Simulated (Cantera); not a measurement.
Cantera run, input and output.

```python
import numpy as np
import cantera as ct

gas = ct.Solution("gri30.yaml")
gas.TPX = 1223, 100000, {'CH4': 0.0049, 'O2': 0.0051, 'N2': 1}
inlet = ct.Reservoir(gas, clone=True)

reactor = ct.IdealGasConstPressureReactor(gas, energy="off", clone=False)
exhaust = ct.Reservoir(gas, clone=True)
tau = [9.8, 3.6, 1.3, 0.47, 0.17, 0.061, 0.022, 0.008, 0.0029, 0.001, 0.00038][0]
for a, b in ((inlet, reactor), (reactor, exhaust)):
    ct.MassFlowController(a, b, mdot=lambda t: reactor.mass / tau)
net = ct.ReactorNet([reactor])
show = ['CH4', 'O2', 'NO', 'H2O2', 'O']

rows = []
print(f"{'tau/s':>10s}{'T/K':>9s}" + "".join(f"{s:>11s}" for s in show))
for tau in [9.8, 3.6, 1.3, 0.47, 0.17, 0.061, 0.022, 0.008, 0.0029, 0.001, 0.00038]:
    net.initial_time = 0.0
    net.advance(30 * tau)
    before = gas.X
    net.advance(40 * tau)
    drift = np.max(np.abs(gas.X - before) / (gas.X + 1e-9))
    rows.append([gas.T, *gas[show].X, drift])
    print(f"{tau:10.3e}{gas.T:9.1f}" + "".join(f"{x:11.3e}" for x in gas[show].X))
```

Output:

```
     tau/s      T/K        CH4         O2         NO       H2O2          O
 9.800e+00   1223.0  9.999e-04  4.585e-04  7.717e-10  2.001e-10  5.406e-09
 3.600e+00   1223.0  1.138e-03  7.913e-04  1.011e-09  4.139e-10  1.280e-08
 1.300e+00   1223.0  1.512e-03  1.521e-03  8.266e-10  9.685e-10  2.540e-08
 4.700e-01   1223.0  4.817e-03  5.030e-03  1.028e-14  1.741e-10  1.921e-10
 1.700e-01   1223.0  4.845e-03  5.046e-03  1.086e-15  8.072e-11  8.130e-11
 6.100e-02   1223.0  4.850e-03  5.049e-03  2.255e-16  5.729e-11  4.963e-11
 2.200e-02   1223.0  4.851e-03  5.049e-03  4.494e-17  5.163e-11  2.792e-11
 8.000e-03   1223.0  4.851e-03  5.049e-03  7.355e-18  4.079e-11  1.289e-11
 2.900e-03   1223.0  4.851e-03  5.049e-03  1.380e-18  2.217e-11  6.881e-12
 1.000e-03   1223.0  4.851e-03  5.050e-03  3.136e-19  8.519e-12  4.665e-12
 3.800e-04   1223.0  4.851e-03  5.050e-03  9.376e-20  2.845e-12  3.778e-12
```

Model: GRI-Mech 3.0 (53 species, 325 reactions), integrated in Cantera.
